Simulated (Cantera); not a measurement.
Cantera run, input and output.

```python
import numpy as np
import cantera as ct

gas = ct.Solution("h2o2.yaml")
gas.TPX = 998, 46000, {'H2': 0.96, 'O2': 1, 'N2': 6.7}
reactor = ct.IdealGasConstPressureReactor(gas, energy="off", clone=False)
net = ct.ReactorNet([reactor])
net.rtol, net.atol = 1e-08, 1e-18
show = ['H2', 'O2', 'H', 'H2O', 'OH', 'H2O2', 'HO2']
times = np.geomspace(0.0003, 5, 14)

steps = ct.SolutionArray(gas, extra=["t"])
rows = []
print(f"{'t/s':>10s}{'T/K':>9s}{'P/Pa':>11s}" + "".join(f"{s:>11s}" for s in show))
for t in times:
    while net.time < t:
        t_next = net.step()
        steps.append(gas.state, t=t_next)
    rows.append([np.interp(t, steps.t, y) for y in (steps.T, steps.P, *steps(*show).X.T)])
    print(f"{t:10.3e}{rows[-1][0]:9.1f}{rows[-1][1]:11.4g}" + "".join(f"{x:11.3e}" for x in rows[-1][2:]))
rate = np.gradient(steps.T, steps.t)
print("integrator steps:", len(steps.t))
if steps.T.max() > steps.T[0] + 200:
    print(f"time of steepest temperature rise: {steps.t[rate.argmax()]:.4e} s")
gas.TPX = 998, 46000, {'H2': 0.96, 'O2': 1, 'N2': 6.7}
gas.equilibrate("TP")
print(f"equilibrium (TP): T = {gas.T:.1f} K  " + "  ".join(f"{s} {gas[s].X[0]:.3e}" for s in show))
```

Result:

```
       t/s      T/K       P/Pa         H2         O2          H        H2O         OH       H2O2        HO2
 3.000e-04    998.0    4.6e+04  1.109e-01  1.155e-01  7.101e-07  1.286e-06  4.800e-08  5.857e-10  4.333e-07
 6.337e-04    998.0    4.6e+04  7.504e-02  9.948e-02  9.796e-03  3.152e-02  9.602e-04  1.628e-06  3.924e-05
 1.339e-03    998.0    4.6e+04  4.890e-03  6.575e-02  1.423e-04  1.120e-01  1.520e-04  3.254e-06  3.059e-05
 2.827e-03    998.0    4.6e+04  2.334e-03  6.462e-02  1.500e-05  1.148e-01  3.659e-05  3.663e-06  2.223e-05
 5.972e-03    998.0    4.6e+04  1.442e-03  6.422e-02  3.203e-06  1.158e-01  1.294e-05  5.099e-06  1.705e-05
 1.262e-02    998.0    4.6e+04  9.841e-04  6.401e-02  8.959e-07  1.163e-01  5.325e-06  6.471e-06  1.317e-05
 2.665e-02    998.0    4.6e+04  6.615e-04  6.387e-02  3.662e-07  1.166e-01  3.209e-06  6.007e-06  1.004e-05
 5.629e-02    998.0    4.6e+04  3.811e-04  6.374e-02  1.456e-07  1.169e-01  2.185e-06  3.553e-06  6.882e-06
 1.189e-01    998.0    4.6e+04  1.797e-04  6.365e-02  4.319e-08  1.172e-01  1.359e-06  1.298e-06  3.907e-06
 2.512e-01    998.0    4.6e+04  7.247e-05  6.360e-02  9.482e-09  1.173e-01  7.346e-07  3.030e-07  1.830e-06
 5.305e-01    998.0    4.6e+04  2.738e-05  6.358e-02  1.782e-09  1.173e-01  3.621e-07  5.418e-08  7.592e-07
 1.121e+00    998.0    4.6e+04  9.957e-06  6.357e-02  3.333e-10  1.173e-01  1.830e-07  8.675e-09  2.935e-07
 2.367e+00    998.0    4.6e+04  3.188e-06  6.357e-02  6.283e-11  1.174e-01  1.046e-07  1.212e-09  9.945e-08
 5.000e+00    998.0    4.6e+04  6.966e-07  6.357e-02  9.994e-12  1.174e-01  7.381e-08  1.381e-10  2.317e-08
integrator steps: 1722
equilibrium (TP): T = 998.0 K  H2 5.687e-11  O2 6.357e-02  H 2.408e-14  H2O 1.174e-01  OH 1.082e-07  H2O2 5.508e-11  HO2 3.283e-10
```

Computed with Cantera and the H2/O2 subset of GRI-Mech 3.0, which has no nitrogen chemistry. The temperature is held fixed by assumption; the heat of reaction is taken as removed at once.
